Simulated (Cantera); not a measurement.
A perfectly stirred reactor is fed with 7.68 % CH₄, 0.399 % C₂H₆, 0.230 % C₃H₈, 19.3 % O₂, 72.4 % N₂, at 18.0 bar; it is adiabatic with a 500 K inlet, and is followed from long to short residence time, starting on the burning branch (τ in s: 0.17, 0.067, 0.026, 0.01, 0.0039, 0.0015, 0.0006, 0.00023, 9.1e-05, 3.5e-05, 1.4e-05, 5.3e-06).

Model: GRI-Mech 3.0 (53 species, 325 reactions), integrated in Cantera. The pressure lies above the range GRI-Mech 3.0 was tuned for (to about 10 atm).

Task: Predict: blow-out, bracketed by the residence times tried; x(CH₄) at τ = 0.170 s; x(C₂H₆) at τ = 0.170 s; x(CH₂CO) at τ = 0.170 s; x(CH₄) at τ = 0.600 ms; x(C₂H₆) at τ = 0.600 ms; x(C₃H₈) at τ = 0.600 ms; x(CH₂CO) at τ = 0.600 ms; x(C₂H) at τ = 0.600 ms.

Result: 
| Quantity | Result |
|---|---|
| blow-out, bracketed by the residence times tried | burning at 35.0 µs, out at 14.0 µs |
| x(CH₄) at τ = 0.170 s | 1.81e-7 |
| x(C₂H₆) at τ = 0.170 s | 1.02e-9 |
| x(CH₂CO) at τ = 0.170 s | 1.43e-9 |
| x(CH₄) at τ = 0.600 ms | 3.60e-5 |
| x(C₂H₆) at τ = 0.600 ms | 2.64e-7 |
| x(C₃H₈) at τ = 0.600 ms | 1.70e-7 |
| x(CH₂CO) at τ = 0.600 ms | 4.38e-7 |
| x(C₂H) at τ = 0.600 ms | 1.42e-8 |
